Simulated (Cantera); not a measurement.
An isothermal, constant-pressure homogeneous reactor starts with CO : O₂ : H₂O : N₂ = 0.0024 : 0.011 : 0.00017 : 1 (molar parts), equivalence ratio 0.11, at 1150 K and 1.00 bar. Integrator tolerance rtol = 1e-08.

Computed with Cantera and GRI-Mech 3.0 (53 species, 325 reactions).

Task: What does this change do: temperature 1150 to 1000 K?

Result: 
| quantity | before | after |
|---|---|---|
| x(CO) at 2.00 s | 1.15e-5 (gas-phase equilibrium 1.24e-10) | 0.00226 (gas-phase equilibrium 1.48e-12) |
| x(O₂) at 2.00 s | 0.00968 (gas-phase equilibrium 0.00966) | 0.0108 (gas-phase equilibrium 0.00968) |
| x(H₂O) at 2.00 s | 0.000168 (gas-phase equilibrium 0.000168) | 0.000167 (gas-phase equilibrium 0.000168) |
| x(H₂O₂) at 2.00 s | 7.43e-11 (gas-phase equilibrium <1e-12) | 1.85e-8 (gas-phase equilibrium <1e-12) |
| x(CO₂) at 2.00 s | 0.00236 (gas-phase equilibrium 0.00237) | 0.000106 (gas-phase equilibrium 0.00237) |
